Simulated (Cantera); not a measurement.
A Cantera script and its output.

```python
import numpy as np
import cantera as ct

gas = ct.Solution("gri30.yaml")
gas.TPX = 300, 56000, {'CH4': 1, 'O2': 2.41, 'N2': 11.8}
flame = ct.FreeFlame(gas, width=0.06)
flame.set_refine_criteria(ratio=3, slope=0.08, curve=0.16)
flame.transport_model = "mixture-averaged"
flame.solve(loglevel=0, auto=True)
z, T = flame.grid, flame.T
thick = (T[-1] - T[0]) / np.gradient(T, z).max()
show = ['CH4', 'O2', 'C2H', 'NO', 'C2H4', 'H2O']
print(f"laminar burning velocity  {flame.velocity[0] * 100:.3f} cm/s")
print(f"burnt temperature         {T[-1]:.1f} K")
print(f"thermal thickness         {thick * 1e3:.4f} mm")
print(f"grid points               {len(z)}")
z0 = z[flame.heat_release_rate.argmax()]
print(f"{'z/mm':>9s}{'T/K':>9s}{'u/(m/s)':>9s}" + "".join(f"{s:>11s}" for s in show))
rows = []
for k in (-3, -2, -1.5, -1, -0.5, -0.25, 0, 0.25, 0.5, 1, 2, 4, 8):
    zz = z0 + k * thick
    rows.append([k * thick, np.interp(zz, z, T), np.interp(zz, z, flame.velocity),
                 *(np.interp(zz, z, flame.X[gas.species_index(s)]) for s in show)])
    print(f"{rows[-1][0] * 1e3:9.3f}{rows[-1][1]:9.1f}{rows[-1][2]:9.3f}" + "".join(f"{x:11.3e}" for x in rows[-1][3:]))
```

Result:

```
laminar burning velocity  18.635 cm/s
burnt temperature         1793.1 K
thermal thickness         1.2648 mm
grid points               150
     z/mm      T/K  u/(m/s)        CH4         O2        C2H         NO       C2H4        H2O
   -3.794    300.2    0.187  6.571e-02  1.584e-01  1.439e-33  1.839e-11  3.506e-09  2.009e-05
   -2.530    302.4    0.188  6.554e-02  1.582e-01  1.820e-29  3.210e-10  9.252e-08  2.941e-04
   -1.897    312.3    0.194  6.493e-02  1.575e-01  3.438e-27  1.983e-09  7.193e-07  1.497e-03
   -1.265    387.1    0.242  6.090e-02  1.524e-01  2.170e-22  2.624e-08  9.391e-06  1.011e-02
   -0.632    768.7    0.484  4.115e-02  1.226e-01  1.818e-14  5.943e-07  9.208e-05  4.827e-02
   -0.316   1115.0    0.705  2.231e-02  9.121e-02  2.239e-11  1.398e-06  1.699e-04  8.001e-02
    0.000   1441.4    0.912  4.528e-03  5.609e-02  3.057e-09  2.485e-06  8.205e-05  1.097e-01
    0.316   1565.2    0.986  1.775e-04  3.917e-02  7.978e-10  3.676e-06  1.360e-06  1.202e-01
    0.632   1611.7    1.012  4.147e-06  3.446e-02  1.138e-11  4.429e-06  8.017e-09  1.219e-01
    1.265   1667.5    1.043  2.502e-09  3.140e-02  1.430e-15  5.306e-06  4.491e-13  1.237e-01
    2.530   1721.4    1.074  2.160e-14  2.936e-02  1.734e-21  6.196e-06  2.723e-19  1.266e-01
    5.059   1760.5    1.096  4.812e-20  2.804e-02  3.230e-28  6.974e-06  1.854e-26  1.291e-01
   10.118   1781.3    1.108  1.114e-21  2.741e-02  2.980e-31  7.563e-06  2.266e-32  1.305e-01
```

Computed with Cantera and GRI-Mech 3.0 (53 species, 325 reactions). Burning velocities carry a grid error of a few per cent, more on coarse grids.
